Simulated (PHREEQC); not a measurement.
Dissolve 0.0013 mol/kgw Cu(BF4)2, 0.0001 mol/kgw H2SO4 and 0.00415 mol/kgw KCl at 46 °C. Closed to the air; pH follows from the charge balance.

The numbers come from PHREEQC with the ion-association model, wateq4f.dat.

No solid was allowed to form.

**Question.** Estimate the pH.

**Answer.** pH 3.06.

**Question.** In which forms is F present?

**Answer.** BF4- 41 %, HF 31 %, F- 18 %, BF3OH- 5.3 %, BF2(OH)2- 3.2 %, HF2- 0.5 % of the F.

At this temperature some constants are extrapolated from 25 °C, and those without enthalpy data are left unchanged. Real BF4- forms and hydrolyses slowly; the run takes it at equilibrium.
